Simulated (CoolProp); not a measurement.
A Linde-Hampson liquefier for dry air: isothermal reversible compression at 200 K from 1 atm to 40 MPa, throttling to 1 atm, return gas leaving the recuperator 5 K below the feed. Each further row changes one setting.

Model: reference Helmholtz-energy equation of state, Lemmon 2000, in CoolProp. It is a pseudo-pure fit of the blend.

```
case                        liquid yield per pass  compression work (kJ/kg of gas)
--------------------------  ---------------------  -------------------------------
as stated                                   0.269                              323
high pressure 80 MPa                        0.208                              385
warm-end temperature 230 K                  0.198                              384
warm-end gap 10 K                           0.258                              323
```
